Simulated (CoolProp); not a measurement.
Vapour-liquid equilibrium of diethyl ether (1) + acetone (2) at 0.0808 MPa; x and y are mole fractions of (1).

The numbers come from the multi-fluid Helmholtz-energy mixture model, Thol 2014 and Lemmon 2006; pair parameters Bell 2016 in CoolProp.

Question: Give the bubble temperature and the first vapour's composition at x = 0.275, 0.575, 0.65. Is there an azeotrope?

Answer: x = 0.275: 310.6 K, y = 0.523; x = 0.575: 304.3 K, y = 0.746; x = 0.65: 303.5 K, y = 0.783. No azeotrope shows between x = 0.05 and 0.95.

The pair parameters rest on a limited set of measurements; away from them the model extrapolates.
